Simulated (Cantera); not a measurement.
Thermodynamics of carbothermic reduction, feed PbO + CO + C

Feed: 1 mol PbO, 0.75 mol CO, 6.5 mol C, at 1.33 mbar.

Cantera equilibrium calculation (NASA polynomials, part measured and part estimated; ideal gas, pure solids and liquids). Candidate condensed phases: C, Pb, PbO, PbO₂, Pb₃O₄; 15 gas species. Kinetics and transport are ignored.

```json
[
 {"T (°C)": "825", "x CO": "0.912", "x Pb": "0.0876", "x CO₂": "0.000101", "x Pb₂": "1.04e-6", "x C": "<1e-12", "x C₃": "<1e-12", "n C(graphite)": "5.50", "n Pb(l)": "0.832"},
 {"T (°C)": "925", "x CO": "0.636", "x Pb": "0.364", "x CO₂": "1.05e-5", "x Pb₂": "1.03e-5", "x C": "<1e-12", "x C₃": "<1e-12", "n C(graphite)": "5.50", "n Pb(l)": "0"},
 {"T (°C)": "1025", "x CO": "0.636", "x Pb": "0.364", "x CO₂": "2.86e-6", "x Pb₂": "6.45e-6", "x C": "<1e-12", "x C₃": "<1e-12", "n C(graphite)": "5.50", "n Pb(l)": "0"},
 {"T (°C)": "1125", "x CO": "0.636", "x Pb": "0.364", "x CO₂": "9.45e-7", "x Pb₂": "4.31e-6", "x C": "<1e-12", "x C₃": "<1e-12", "n C(graphite)": "5.50", "n Pb(l)": "0"},
 {"T (°C)": "1225", "x CO": "0.636", "x Pb": "0.364", "x CO₂": "3.65e-7", "x Pb₂": "3.03e-6", "x C": "<1e-12", "x C₃": "<1e-12", "n C(graphite)": "5.50", "n Pb(l)": "0"},
 {"T (°C)": "1325", "x CO": "0.636", "x Pb": "0.364", "x CO₂": "1.59e-7", "x Pb₂": "2.22e-6", "x C": "<1e-12", "x C₃": "<1e-12", "n C(graphite)": "5.50", "n Pb(l)": "0"},
 {"T (°C)": "1425", "x CO": "0.636", "x Pb": "0.364", "x CO₂": "7.73e-8", "x Pb₂": "1.69e-6", "x C": "1.06e-11", "x C₃": "3.14e-12", "n C(graphite)": "5.50", "n Pb(l)": "0"},
 {"T (°C)": "1525", "x CO": "0.636", "x Pb": "0.364", "x CO₂": "4.08e-8", "x Pb₂": "1.32e-6", "x C": "1.80e-10", "x C₃": "8.08e-11", "n C(graphite)": "5.50", "n Pb(l)": "0"},
 {"T (°C)": "1625", "x CO": "0.636", "x Pb": "0.364", "x CO₂": "2.31e-8", "x Pb₂": "1.05e-6", "x C": "2.25e-9", "x C₃": "1.47e-9", "n C(graphite)": "5.50", "n Pb(l)": "0"},
 {"T (°C)": "1725", "x CO": "0.636", "x Pb": "0.364", "x CO₂": "1.39e-8", "x Pb₂": "8.61e-7", "x C": "2.19e-8", "x C₃": "1.98e-8", "n C(graphite)": "5.50", "n Pb(l)": "0"}
]
```
x: gas mole fraction; n: condensed amount in mol.

At 825 °C the condensed part is C(graphite) + Pb(l). From 925 °C to 1725 °C the condensed part is C(graphite). The main Pb-bearing gas is Pb throughout.
